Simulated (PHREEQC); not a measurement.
A made-up water analysis in mg/L, 25 °C, pH 2.16, pe 10.6:

```csv
constituent,mg/L
Na,15.4
K,7.91
Ca,128
Mg,1.67
Cl,74.7
S(6) as SO4,953
Zn,0.396
Cd,0.0869
Fe(3),12.1
Pb,0.456
```

Valence states are taken as typed.

The numbers come from PHREEQC with the ion-association model, phreeqc.dat.

```tsv
quantity	before	after
SO4-2 (mol/kgw)	0.00615	0.00496
HSO4- (mol/kgw)	0.00268	0.00390
Mg+2 (mol/kgw)	4.72e-5	4.15e-5
CaHSO4+ (mol/kgw)	4.28e-5	6.21e-5
MgSO4 (mol/kgw)	2.16e-5	2.73e-5
SI of Gypsum (CaSO4:2H2O)	-0.76	-0.82
SI of Anglesite (PbSO4)	-0.92	-1.10
```

### Question
What was changed between the two runs?
(A) Mg from 1.67 to 0.835 mg/L
(B) temperature from 25 to 50 °C at the same typed pH
(C) Pb from 0.456 to 0.912 mg/L

### Answer
B, temperature from 25 to 50 °C at the same typed pH

Precipitation was switched off in this run. Some of these states are supersaturated (in Hematite (slow to form), Goethite (slow to form), for instance). At this temperature some constants are extrapolated from 25 °C, and those without enthalpy data are left unchanged.
